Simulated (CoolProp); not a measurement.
Carbonyl sulfide along the isotherm 96.85 °C: density (kg/m³) from the reference equation and from simpler models built on Tc = 105.6 °C, pc = 6.369 MPa, ω = 0.098; each cubic takes its own stable root.

Computed with CoolProp (reference Helmholtz-energy equation of state, Lemmon 2006). It is a short technical equation, of lower accuracy than the large ones.

| p (MPa) | phase | reference | van der Waals | Redlich-Kwong |
|---|---|---|---|---|
| 0.868 | gas | 17.86 | 17.74 | 17.87 |
| 1.74 | gas | 38.04 | 37.47 | 38.06 |
| 2.61 | gas | 61.34 | [?] | 61.28 |
| 3.47 | gas | 89.14 | 85.50 | 88.77 |
| 4.34 | gas | [?] | 117.9 | 124.5 |
| 5.21 | gas | 186.1 | 164.2 | 179.5 |
| 6.08 | liquid | 698.0 | 452.1 | 570.7 |
| 6.95 | liquid | [?] | 491.7 | 612.1 |
| 7.82 | liquid | 747.3 | [?] | 640.5 |
| 8.68 | liquid | 763.4 | 532.2 | 662.5 |
| 9.55 | liquid | 777.2 | 546.2 | 681.2 |

Question: Complete the blanks.

Answer: 
- 2.61, van der Waals: 59.74
- 4.34, reference: 126.0
- 6.95, reference: 726.8
- 7.82, van der Waals: 515.1
